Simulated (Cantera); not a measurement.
Charge: 1 mol Fe(CO)5, 2 mol H2, equilibrated at 1600 K and 0.133 bar.

These are equilibrium values from Cantera (NASA tables, ideal gas, pure condensed phases), not measurements of a reactor. Candidate condensed phases: C, C6H6, C7H8, C8H18, Fe, Fe(CO)5, FeO, Fe(OH)2, Fe(OH)3, Fe2O3, Fe3O4, H2O; 114 gas species. The numbers say what is thermodynamically allowed, not how fast it happens.

Base state: CO 0.714, H2 0.286, H 7.96e-5, H2O 2.38e-5, CO2 1.98e-5, CH4 1.78e-5 (mole fractions); condensed: Fe(γ).

What changes in the equilibrium state with this change: Fe(CO)5 replaced by Pb?


```tsv
species	before	after
H2	0.286	0.667
Pb	0	0.333
Pb2	0	0.000185
CO	0.714	0
H2O	2.38e-5	0
CO2	1.98e-5	0
CH4	1.78e-5	0
H	7.96e-5	0.000122
Fe(γ), mol	1.000	0
```
Further candidate phases: Pb.
